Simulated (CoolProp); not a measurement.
Vapour-liquid equilibrium of R125 (1) + R152A (2) at 0.183 MPa; x and y are mole fractions of (1).

The numbers come from the multi-fluid Helmholtz-energy mixture model, Lemmon 2005 and Outcalt 1996; pair parameters Bell 2016 in CoolProp.

Give the bubble temperature and the first vapour's composition at x = 0.15, 0.25, 0.45. Is there an azeotrope?

x = 0.15: -15.6 °C, y = 0.312; x = 0.25: -18.6 °C, y = 0.457; x = 0.45: -23.8 °C, y = 0.674. No azeotrope shows between x = 0.05 and 0.95.

The pair parameters rest on a limited set of measurements; away from them the model extrapolates.
